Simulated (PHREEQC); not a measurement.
Consider water at 30 °C and 500 atm with 0.066 mol/kgw H2SO4 and 0.014 mol/kgw MnSO4. Closed to the air; pH follows from the charge balance.

All values are PHREEQC results (ion-association model, phreeqc.dat), not measurements.

Precipitation was switched off in this run.

**Question.** Estimate the pH.

**Answer.** pH 1.18.

**Question.** In which forms is Mn present?

**Answer.** Mn+2 71 %, MnSO4 29 % of the Mn.

Under pressure, the constants of complexes without a molar volume in the database are unreliable.
